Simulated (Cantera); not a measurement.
Standard-state values (1 bar) from the NASA 1993 polynomials, evaluated with Cantera. Values are per mole of reaction as written; species without (g) are pure solids or liquids, kept so even where they would boil at 1 bar. TiO: taken at fixed stoichiometry.

Ti4O7 ⇌ 3 O(g) + 4 TiO

```tsv
T (K)	ΔH° (kJ)	ΔS° (J/K)	ΔG° (kJ)	log10 K
2025	?	?	?	?
2075	1963.1	420.4	1090.8	-27.46
2125	1961.2	419.5	1069.8	-26.30
2175	1959.3	418.6	1048.9	-25.19
2225	?	?	?	?
2275	?	?	?	?
2325	1953.6	416.0	986.3	-22.16
2375	1951.7	415.2	965.5	-21.23
2425	1949.8	414.4	944.8	-20.35
2475	1947.9	413.7	924.1	-19.50
2525	1946.0	412.9	903.4	-18.69
```

**Question.** Complete the blanks.

**Answer.** 
- 2025, ΔH° (kJ): 1965.0
- 2025, ΔS° (J/K): 421.3
- 2025, ΔG° (kJ): 1111.9
- 2025, log10 K: -28.68
- 2225, ΔH° (kJ): 1957.4
- 2225, ΔS° (J/K): 417.7
- 2225, ΔG° (kJ): 1028.0
- 2225, log10 K: -24.13
- 2275, ΔH° (kJ): 1955.5
- 2275, ΔS° (J/K): 416.9
- 2275, ΔG° (kJ): 1007.1
- 2275, log10 K: -23.12
